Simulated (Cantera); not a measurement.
Mixture: 10.4 % CO, 8.77 % H2, 12.1 % O2, 63.3 % N2, 5.43 % CO2, at 750 Torr, adiabatic and at constant volume. Ignition delay is the time to a rise of 400 K.

Model: GRI-Mech 3.0 (53 species, 325 reactions), integrated in Cantera. Where the delays flatten at high temperature, the 400 K rule measures the pace of heat release, not the induction time.

### Question
Predict: delay at 1000 K; delay at 1200 K; delay at 1400 K; delay at 1600 K; delay at 1800 K.

### Answer
```
Property            Value
---------------  --------
delay at 1000 K  0.466 ms
delay at 1200 K   80.9 µs
delay at 1400 K   45.9 µs
delay at 1600 K   42.3 µs
delay at 1800 K   51.5 µs
```
